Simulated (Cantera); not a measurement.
# Equilibrium for carbon deposition, reforming and gasification: C3H8 + NH3 + H2

Charge: 1 mol C3H8, 0.38 mol NH3, a varied amount of H2, at 552 °C and 0.100 bar.

Cantera equilibrium calculation (NASA polynomials, part measured and part estimated; ideal gas, pure solids and liquids). Candidate condensed phases: C, C6H6, C7H8, C8H18; 92 gas species. Rates play no part.

```
n(H2) (mol)   x H2   x CH4     x N2    x NH3   x C2H6    x HCN   x C2H4  n C(graphite)
-----------  -----  ------  -------  -------  -------  -------  -------  -------------
1.6          0.895  0.0725   0.0320  3.55e-5  1.63e-7  2.92e-8  1.74e-8           2.57
2.6          0.899  0.0731   0.0277  3.32e-5  1.65e-7  2.72e-8  1.76e-8           2.50
4.3          0.904  0.0739   0.0225  3.02e-5  1.68e-7  2.46e-8  1.77e-8           2.38
6.8          0.908  0.0745   0.0176  2.69e-5  1.70e-7  2.18e-8  1.79e-8           2.20
11           0.912  0.0752   0.0130  2.32e-5  1.72e-7  1.87e-8  1.81e-8           1.90
18           0.915  0.0758  0.00897  1.94e-5  1.74e-7  1.56e-8  1.82e-8           1.40
29           0.918  0.0762  0.00605  1.60e-5  1.76e-7  1.28e-8  1.83e-8          0.610
46           0.933  0.0628  0.00397  1.33e-5  1.17e-7  8.37e-9  1.20e-8              0
74           0.958  0.0396  0.00250  1.10e-5  4.54e-8  4.03e-9  4.54e-9              0
```
x: gas mole fraction; n: condensed amount in mol.

From 1.6 mol H2 to 29 mol H2 the condensed part is C(graphite). From 46 mol H2 to 74 mol H2 nothing is condensed. The main C-bearing gas is CH4 throughout.
